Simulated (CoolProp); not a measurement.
Vapour-liquid equilibrium of R114 (1) + n-pentane (2) at 112.55 °C; x and y are mole fractions of (1).

The numbers come from the multi-fluid Helmholtz-energy mixture model, Platzer 1990 and Thol 2019; pair parameters Bell 2016 in CoolProp. This equation is an older, rougher fit; its heat capacities, sound speeds and derivatives of the liquid may be far off and weren't checked against measurements.

```
x      bubble pressure, mixture model (MPa)  bubble pressure, Raoult's law (MPa)  y, mixture model  y, Raoult's law
-----  ------------------------------------  -----------------------------------  ----------------  ---------------
0.05                                 0.8565                               0.8303             0.117            0.109
0.125                                0.9661                               0.9077             0.255            0.249
0.2                              (withheld)                               0.9852             0.362            0.368
0.275                                 1.161                                1.063             0.448            0.469
0.35                                  1.248                                1.140             0.522            0.556
0.425                                 1.329                                1.218             0.586            0.632
0.5                                   1.405                                1.295        (withheld)            0.699
0.575                                 1.477                                1.373             0.697            0.759
0.65                             (withheld)                                1.450             0.749            0.812
0.725                                 1.609                                1.527             0.800            0.860
0.8                                   1.670                                1.605             0.852            0.903
0.875                            (withheld)                                1.682             0.905            0.942
0.95                                  1.779                                1.760             0.961            0.978
```

Problem. Fill in the missing entries.

Solution. 
- 0.2, bubble pressure, mixture model (MPa): 1.067
- 0.5, y, mixture model: 0.643
- 0.65, bubble pressure, mixture model (MPa): 1.545
- 0.875, bubble pressure, mixture model (MPa): 1.726

The largest gap from Raoult's law is +9.5 % in bubble pressure, at x = 0.35. No azeotrope shows between x = 0.05 and 0.95.

Pair parameters are fitted to limited data, so mixtures are less certain than the pure fluids.
